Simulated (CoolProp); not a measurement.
Ethylbenzene at 580.82 K and 11.5 MPa is throttled through a valve to 3.45 MPa with no heat exchange. Each further row changes one setting.

Computed with CoolProp (reference Helmholtz-energy equation of state, Zhou 2012).

| case | temperature change (K) | final phase | final density (kg/m³) |
|---|---|---|---|
| as stated | ? | liquid | 550 |
| outlet pressure 1.03 MPa | -57.3 | ? | ? |
| outlet pressure 4.49 MPa | ? | liquid | ? |

Task: Complete the blanks.

Result: 
- as stated, temperature change (K): -2.8
- outlet pressure 1.03 MPa, final phase: two-phase, vapour fraction 0.603
- outlet pressure 1.03 MPa, final density (kg/m³): 51.5
- outlet pressure 4.49 MPa, temperature change (K): -2.0
- outlet pressure 4.49 MPa, final density (kg/m³): 560
